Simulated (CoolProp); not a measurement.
A closed Brayton cycle with nitrogen: compressor inlet 329.15 K and 6.1 MPa, high pressure 15.8 MPa, turbine inlet 865 K, compressor efficiency 0.89, turbine efficiency 0.93, recuperator effectiveness 0.95 (on enthalpy, no pinch check). Each further row changes one setting.

Model: reference Helmholtz-energy equation of state, Span 2000, in CoolProp.

```
case                           thermal efficiency (%)  net work (kJ/kg)  compressor to turbine work  compressor exit (K)  turbine exit (K)
-----------------------------  ----------------------  ----------------  --------------------------  -------------------  ----------------
as stated                                        37.3              84.4                        0.60                446.4             684.5
turbine inlet 815 K                              34.2              72.3                        0.63                446.4             643.3
compressor inlet 339.15 K                        35.8              80.4                        0.62                459.8             684.5
high pressure 13.4 MPa                           38.8              76.0                        0.57                423.8             713.1
recuperator effectiveness 0.5                    24.6              84.4                        0.60                446.4             684.5
```
